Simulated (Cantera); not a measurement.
# Carbothermic reduction: Ta2O5 + CH4 + CO

Feed: 1 mol Ta2O5, 1.1 mol CH4, 0.19 mol CO.

Method: chemical equilibrium by Gibbs-energy minimisation in Cantera with the NASA 1993 tables (ideal gas, pure condensed phases). Candidate condensed phases: C, C6H6, C7H8, C8H18, H2O, Ta, TaC, Ta2O5; 113 gas species. Mutual solubility and eutectic melting of coexisting phases are not modelled. TaC: taken at fixed stoichiometry. Condensed phases not in the tables: Ta2C, N, O or C dissolved in the metal. The numbers say what is thermodynamically allowed, not how fast it happens.

Stable condensed phases:

```
T in °C \ P in Pa
              10      52     270    1400    7200   37000  190000 1000000
   2077        A       B       C       C       C       D       E       E
   1927        C       C       C       C       C       E       E       E
   1777        C       C       C       C       E       E       E       E
   1627        C       C       D       E       E       E       E       E
   1477        C       E       E       E       E       E       E       E
   1327        E       E       E       E       E       E       E       E
   1177        E       E       E       E       E       E       E       F
   1027        E       E       E       E       E       E       F       G
    877        E       E       E       E       F       G       G       G
```

A: gas only; B: Ta2O5; C: Ta + Ta2O5; D: Ta + TaC + Ta2O5; E: TaC + Ta2O5; F: C + TaC + Ta2O5; G: C + Ta2O5.
